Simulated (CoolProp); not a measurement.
A Linde-Hampson liquefier for oxygen: isothermal reversible compression at 200 K from 1 atm to 20 MPa, throttling to 1 atm, return gas leaving the recuperator 2 K below the feed. Each further row changes one setting.

Model: reference Helmholtz-energy equation of state, Schmidt 1985, in CoolProp.

```csv
case,liquid yield per pass,compression work (kJ/kg of gas)
as stated,?,246
high pressure 40 MPa,?,?
warm-end temperature 230 K,?,?
warm-end gap 7 K,?,246
```

Problem. Some entries are withheld; supply them.

Solution. 
- as stated, liquid yield per pass: 0.333
- high pressure 40 MPa, liquid yield per pass: 0.373
- high pressure 40 MPa, compression work (kJ/kg of gas): 275
- warm-end temperature 230 K, liquid yield per pass: 0.222
- warm-end temperature 230 K, compression work (kJ/kg of gas): 297
- warm-end gap 7 K, liquid yield per pass: 0.323
